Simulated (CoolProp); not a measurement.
m-xylene at 298.15 K and 1.93 MPa flows at 6.5 m/s in a round tube of 1 mm bore and 0.25 µm roughness, fully developed (64/Re and Nu = 3.66 if laminar; Colebrook and Gnielinski if turbulent). Each further row changes one setting.

The numbers come from the reference Helmholtz-energy equation of state, Zhou 2012 in CoolProp.

```csv
case,Reynolds number,Darcy friction factor,pressure drop (Pa/m),heat-transfer coefficient (W/(m² K)),mass flow (kg/h)
as stated,9480,0.0317,577000,10200,15.8
velocity 13 m/s,19000,0.0268,1950000,19300,31.7
diameter 2 mm,19000,0.0265,241000,9600,63.3
```

Viscosity comes from a separate model (Cao 2016). Thermal conductivity comes from a separate model (Mylona 2014).
